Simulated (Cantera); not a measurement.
An adiabatic, constant-pressure homogeneous reactor starts with CO : H2 : O2 : N2 = 1 : 0.24 : 0.925 : 3.15 (molar parts), at 1498 K and 1.48 atm.

Cantera simulation using GRI-Mech 3.0 (53 species, 325 reactions); the numbers are that mechanism's predictions, not measurements.

Problem. Predict: time of steepest temperature rise; temperature at 4.00 s; equilibrium temperature; x(CO) at 4.00 s; x(H2) at 4.00 s; x(O2) at 4.00 s; x(NO2) at 4.00 s; x(HO2) at 4.00 s; x(NO) at 4.00 s; x(O) at 4.00 s.

Solution. 
* **time of steepest temperature rise**: 16.4 µs
* **temperature at 4.00 s**: 2714 K
* **equilibrium temperature**: 2714 K
* **x(CO) at 4.00 s**: 0.0495 (gas-phase equilibrium 0.0495)
* **x(H2) at 4.00 s**: 0.00190 (gas-phase equilibrium 0.00190)
* **x(O2) at 4.00 s**: 0.0731 (gas-phase equilibrium 0.0731)
* **x(NO2) at 4.00 s**: 9.05e-6 (gas-phase equilibrium 9.05e-6)
* **x(HO2) at 4.00 s**: 7.61e-6 (gas-phase equilibrium 7.61e-6)
* **x(NO) at 4.00 s**: 0.0173 (gas-phase equilibrium 0.0173)
* **x(O) at 4.00 s**: 0.00849 (gas-phase equilibrium 0.00849)
